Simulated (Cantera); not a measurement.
What does this Cantera script print?

```python
import numpy as np
import cantera as ct

gas_names = """
    Cr CrN H H2 N NH NH2 NH3 N2 N2H2 N2H4
""".split()
cond_names = """
    Cr(cr) Cr(L) CrN(s) Cr2N(s)
""".split()


# ... load() reads the species with a 1 bar reference pressure and builds the phases ...
atoms = {
    'Cr': {'Cr': 1},
    'N2': {'N': 2},
    'H2': {'H': 2},
}
top_T = {'CrN(s)': 1900, 'Cr2N(s)': 1900}  # K; cautious upper limits of use, not melting points


# ... equilibrate(T, P, feed) seeds the gas with the atoms and calls Mixture.equilibrate('TP', solver="vcs", rtol=1e-11, max_steps=5000) ...
results = []
feed = {'Cr': 1, 'N2': 20, 'H2': 5.4}  # mol
P = 380  # Pa
for T in [1773, 1848, 1923, 1998, 2073, 2148, 2223, 2298, 2373, 2448, 2523]:
    mix = equilibrate(T, P, feed)
    results.append((T, P, feed, dict(zip(mix.species_names, mix.species_moles))))

top = {s: max(r[3][s] / sum(r[3][g] for g in gas_names) for r in results) for s in gas_names}
cols = sorted((s for s in top if top[s] > 1e-06), key=lambda s: -top[s])[:7]
seen = [c for c in cond_names if any(r[3].get(c, 0) > 1e-12 for r in results)]
print("log10 of partial pressures in bar; condensed amounts in mol")
print(f"{'T/K':>10s}" + "".join(f"{s[:9]:>10s}" for s in cols + seen))
for T, P, feed, n in results:
    ng = sum(n[g] for g in gas_names)
    print(f"{T:10.4g}" + "".join(f"{np.log10(max(n[s] / ng * P / 1e5, 1e-99)):10.3f}" for s in cols)
          + "".join(f"{n.get(c, 0):10.4g}" for c in seen))
```

Result:

```
log10 of partial pressures in bar; condensed amounts in mol
       T/K        N2        H2         H        Cr         N    Cr(cr)
      1773    -2.532    -3.103    -5.097    -4.200   -11.915    0.5707
      1848    -2.542    -3.114    -4.833    -3.843   -11.346         0
      1923    -2.542    -3.118    -4.585    -3.843   -10.818         0
      1998    -2.543    -3.124    -4.357    -3.844   -10.329         0
      2073    -2.545    -3.134    -4.147    -3.846    -9.876         0
      2148    -2.547    -3.149    -3.954    -3.848    -9.454         0
      2223    -2.550    -3.169    -3.778    -3.851    -9.062         0
      2298    -2.555    -3.199    -3.618    -3.856    -8.695         0
      2373    -2.560    -3.240    -3.475    -3.861    -8.352         0
      2448    -2.567    -3.295    -3.348    -3.868    -8.031         0
      2523    -2.575    -3.366    -3.239    -3.876    -7.730         0
```

Cantera equilibrium calculation (NASA polynomials, part measured and part estimated; ideal gas, pure solids and liquids).
